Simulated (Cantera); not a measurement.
A closed system holds: 1 mol (CH3)2SiCl2, 0.0049 mol C3H8, 1200 mol H2, held at 1298.15 K and 10.0 Torr.

Equilibrium computed with Cantera from the NASA thermochemical tables; the gas is ideal and each condensed phase is pure. Candidate condensed phases: C, C6H6, C7H8, C8H18, Si, SiC; 109 gas species. The feed counts by its element totals alone. Rates play no part.

Base state: H2 0.998, HCl 0.00166, CH4 0.000106 (mole fractions); condensed: C(graphite) + SiC(s).

Task: What changes in the equilibrium state with this change: temperature from 1298.15 K to 2523.15 K?

Result: 
| species | before | after |
|---|---|---|
| H2 | 0.998 | 0.784 |
| H | 9.29e-6 | 0.213 |
| HCl | 0.00166 | 0.00124 |
| C2H2 (acetylene) | 5.58e-7 | 0.000710 |
| Si | <1e-9 | 0.000706 |
| SiH | <1e-9 | 1.84e-5 |
| Cl | 1.31e-8 | 0.000239 |
| SiC2 | <1e-9 | 1.49e-5 |
| C(graphite), mol | 0.886 | 0 |
| SiC(s), mol | 1.000 | 0 |
